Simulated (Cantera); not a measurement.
Cantera with NASA thermochemical tables; ideal gases at 1 bar, condensed phases pure. Values are per mole of reaction as written; species without (g) are pure solids or liquids, kept so even where they would boil at 1 bar.

2 FeCl₂ + 2 CH₄(g) → C₂H₄(g) + 4 HCl(g) + 2 Fe

| T (K) | ΔH° (kJ) | ΔS° (J/K) | ΔG° (kJ) | log10 K | condensed phases |
|---|---|---|---|---|---|
| 300 | … | … | … | … | FeCl₂(s), Fe(α) |
| 600 | … | … | … | … | FeCl₂(s), Fe(α) |
| 700 | 509.3 | 398.7 | 230.2 | -17.18 | FeCl₂(s), Fe(α) |
| 800 | 507.3 | 396.1 | 190.4 | -12.43 | FeCl₂(s), Fe(α) |
| 900 | 505.7 | 394.2 | 150.9 | -8.76 | FeCl₂(s), Fe(α) |
| 1000 | 417.7 | 301.5 | 116.1 | -6.07 | FeCl₂(l), Fe(α) |

Task: What belongs in the gaps?

Result: 
- 300, ΔH° (kJ): 516.1
- 300, ΔS° (J/K): 412.8
- 300, ΔG° (kJ): 392.3
- 300, log10 K: -68.30
- 600, ΔH° (kJ): 511.3
- 600, ΔS° (J/K): 401.7
- 600, ΔG° (kJ): 270.2
- 600, log10 K: -23.52
